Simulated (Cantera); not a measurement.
Feed: 1 mol SiCl4, 2 mol O3, 1.7 mol N2, equilibrated at 0.100 bar.

Cantera equilibrium calculation (NASA polynomials, part measured and part estimated; ideal gas, pure solids and liquids). Candidate condensed phases: Si, SiO2, Si2N2O, Si3N4; 23 gas species. The tables hold silica as quartz up to 1696 K and as liquid above; real silica turns to tridymite and cristobalite and melts near 1996 K. Kinetics and transport are ignored. All values below are at 1323 K.

Base state: O2 0.346, Cl2 0.332, N2 0.294, Cl 0.0277, NO 0.000359, ClO 0.000163 (mole fractions); condensed: SiO2(β-quartz).

Q: What changes in the equilibrium state with this change: O3 from 2 to 0.61 mol?

A: 
```json
[
 {"species": "Cl2", "before": "0.332", "after": "0.481"},
 {"species": "N2", "before": "0.294", "after": "0.462"},
 {"species": "Cl", "before": "0.0277", "after": "0.0333"},
 {"species": "O2", "before": "0.346", "after": "5.19e-7"},
 {"species": "SiCl4", "before": "1.66e-8", "after": "0.0231"},
 {"species": "ClO", "before": "0.000163", "after": "2.40e-7"},
 {"species": "NO", "before": "0.000359", "after": "5.53e-7"},
 {"species": "SiO2(β-quartz), mol", "before": "1.00", "after": "0.915"}
]
```
